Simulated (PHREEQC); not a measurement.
Silver or lead bath: speciation

Dissolve 0.0005 mol AgF and 0.00058 mol KNO3 per kg of water at 29 °C. Closed to the air; pH follows from the charge balance.

Equilibrium calculation in PHREEQC: ion-association model, wateq4f.dat.

| Item | Result |
|---|---|
| pH | 7.05 |
| ionic strength | 0.00108 mol/kgw |

```
species  molality  activity   log γ
-------  --------  --------  ------
K+       0.000580  0.000559  -0.016
NO3-     0.000580  0.000558  -0.016
Ag+      0.000499  0.000481  -0.016
F-       0.000499  0.000481  -0.016
AgF       4.98e-7   4.98e-7   0.000
OH-       1.57e-7   1.51e-7  -0.016
AgNO3     1.38e-7   1.38e-7   0.000
H+        9.25e-8   8.93e-8  -0.015
HF        6.93e-8   6.93e-8   0.000
AgOH      5.39e-9   5.39e-9   0.000
```

No solid was allowed to form. Species that the database lacks are ignored.
